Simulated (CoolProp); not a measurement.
Saturation properties of ethylene (Tc = 9.2 °C, pc = 50.42 bar, ω = 0.087).

Values from CoolProp's reference Helmholtz-energy equation of state, Smukala 2000.

```
T (°C)  p (bar)  enthalpy of vaporisation (kJ/kg)  liquid cp (kJ/(kg K))  surface tension (mN/m)
------  -------  --------------------------------  ---------------------  ----------------------
-74.45    4.317                             434.8                  2.521                    11.5
-68.65    5.454                             423.9                  2.558                    10.6
-62.85    6.798                             412.3                  2.603                    9.65
-56.95    8.399                             399.6                  2.659                    8.73
-51.15    10.23                             386.3                  2.724                    7.84
-45.35    12.32                             372.0                  2.805                    6.97
-39.55    14.72                             356.6                  2.904                    6.11
-33.65    17.48                             339.4                  3.031                    5.25
-27.85    20.54                             320.8                  3.192                    4.43
-22.05    23.98                             300.2                  3.410                    3.63
```

It boils at -103.8 °C under 1 atm.

Surface tension comes from a separate correlation (Mulero 2012).
